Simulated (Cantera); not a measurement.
A closed system holds: 1 mol C2H6, 0.031 mol CO2, at 1330 Pa.

These are equilibrium values from Cantera (NASA tables, ideal gas, pure condensed phases), not measurements of a reactor. Candidate condensed phases: C, C6H6, C7H8, C8H18, H2O; 110 gas species. The numbers say what is thermodynamically allowed, not how fast it happens.

Over these rows the condensed part is C(graphite). Partial pressures as log10 of bar:

```tsv
T (K)	1000/T (1/K)	log p H2O	log p H2	log p CO
1100	0.9091	-6.50	-1.88	-3.57
1200	0.8333	?	-1.88	-3.57
1300	0.7692	-7.49	-1.88	-3.57
1400	0.7143	-7.88	-1.88	-3.57
1500	0.6667	-8.22	-1.88	-3.57
1600	0.6250	-8.51	-1.88	-3.57
```

Question: Fit log p(H2O) = a + b·(1000/T) to the five rows, give the apparent enthalpy, and predict the row at 1200 K.

Answer: Means: 1000/T = 0.7369, log p = -7.720. Sxy = 0.344630, Sxx = 0.0486565, so b = 7.08 and a = -7.720 − (7.08)×0.7369 = -12.94.
Apparent enthalpy: −19.145 × (7.08) = -136 kJ/mol. With the condensed phases at unit activity, H2(g) + CO(g) = H2O(g) + C(graphite) links this pressure to the main gases: over the six rows their terms move log p by +0.00 in all, so the slope is close to that reaction's ΔH°. The five rows lie within 0.01 of the line.
Prediction at 1200 K: -12.94 + (7.08)×0.8333 = -7.04. The computed value is -7.04, 0.00 from the line.
